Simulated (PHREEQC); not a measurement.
Polishing slurry liquid: speciation

Dissolve 0.22 mol/kgw K2CO3 and 0.0058 mol/kgw CO2 at 85 °C. Closed to the air; pH follows from the charge balance.

All values are PHREEQC results (ion-association model, wateq4f.dat), not measurements.

Each row changes one thing in this solution. This is a speciation only: nothing precipitates in the calculation.

```csv
case,pH,ionic strength (mol/kgw),CO3-2 (mol/kgw),HCO3- (mol/kgw),CO2 (mol/kgw)
as made,10.45,0.640,0.200,0.0261,1.20e-6
K2CO3 replaced by KH2PO4 at the same molality,4.42,0.221,5.05e-10,9.53e-5,0.00571
0.0036 mol/kgw HCl added,10.41,0.637,0.197,0.0284,1.43e-6
0.0025 mol/kgw CsOH added,10.48,0.644,0.201,0.0246,1.06e-6
```

H3PO4, which wateq4f.dat lacks, is added to it with the constant of phreeqc.dat. Away from 25 °C the constants follow the database's enthalpies or fits; those with neither stay at their 25 °C values.
